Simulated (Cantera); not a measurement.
# Reactions in the system N-O-Zr

Cantera with NASA thermochemical tables; ideal gases at 1 bar, condensed phases pure. Values are per mole of reaction as written; species without (g) are pure solids or liquids, kept so even where they would boil at 1 bar. ZrN: taken at fixed stoichiometry.

5 O₂(g) + 4 ZrN = 2 N₂O(g) + 4 ZrO₂(g)

| T (K) | ΔH° (kJ) | ΔS° (J/K) | ΔG° (kJ) | log10 K |
|---|---|---|---|---|
| 2348 | 355.5 | 242.2 | -213.3 | 4.74 |
| 2398 | 351.0 | 240.3 | -225.3 | 4.91 |
| 2448 | 346.4 | 238.5 | -237.3 | 5.06 |
| 2498 | 341.8 | 236.6 | -249.2 | 5.21 |
| 2548 | 337.0 | 234.7 | -261.0 | 5.35 |
| 2598 | 332.2 | 232.8 | -272.7 | 5.48 |
